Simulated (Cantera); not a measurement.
Mixture: CO : H2 : O2 : N2 = 1 : 0.17 : 1.15 : 4.31 (molar parts), at 1.30 bar, adiabatic and at constant volume. Ignition delay is the time to a rise of 400 K.

Detailed kinetics in Cantera: GRI-Mech 3.0 (53 species, 325 reactions). Where the delays flatten at high temperature, the 400 K rule measures the pace of heat release, not the induction time.

Question: What does this change do: pressure from 1.30 bar to 10.0 bar?

Answer: 
| quantity | before | after |
|---|---|---|
| delay at 1150 K | 0.120 ms | 0.158 ms |
| delay at 1250 K | 77.7 µs | 23.2 µs |
| delay at 1350 K | 60.0 µs | 9.27 µs |
| delay at 1450 K | 51.7 µs | 5.78 µs |
| delay at 1550 K | 48.0 µs | 4.35 µs |
| delay at 1650 K | 47.4 µs | 3.62 µs |
| delay at 1750 K | 49.3 µs | 3.22 µs |
The hydrogen kinetics of GRI-Mech 3.0 are dated; newer H2 mechanisms differ, most at raised pressure.

Question: What does this change do: pressure from 1.30 bar to 1.01 bar?

Answer: 
```tsv
quantity	before	after
delay at 1150 K	0.120 ms	0.150 ms
delay at 1250 K	77.7 µs	0.102 ms
delay at 1350 K	60.0 µs	80.8 µs
delay at 1450 K	51.7 µs	71.2 µs
delay at 1550 K	48.0 µs	67.7 µs
delay at 1650 K	47.4 µs	68.6 µs
delay at 1750 K	49.3 µs	73.1 µs
```
